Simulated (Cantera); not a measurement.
## Boron, boron nitride and boron oxide: BF3 + O2 + H2

A closed system holds: 1 mol BF3, 0.37 mol O2, 0.38 mol H2, equilibrated at 2123.15 K and 19.0 mbar.

Method: chemical equilibrium by Gibbs-energy minimisation in Cantera with the NASA 1993 tables (ideal gas, pure condensed phases). Candidate condensed phases: B, B2O3, B3O3H3, H2O; 43 gas species. The tables' values for BF2 are old estimates; treat these amounts as uncertain. Rates play no part.

The x(HF) comes out as 0.389, the x(BF3) comes out as 0.314 and the x(BOF) comes out as 0.197. The x(O2) is 0.0887, the x(F) comes out as 0.00620 and the x(O) comes out as 0.00352. The x(BOF2) is 0.000556 and the x(OH) is 0.000205. The x(BF2) is 0.000175, the gas amount comes out as 1.952 mol and the log10 activity of B(s) (absent) is -11.22.
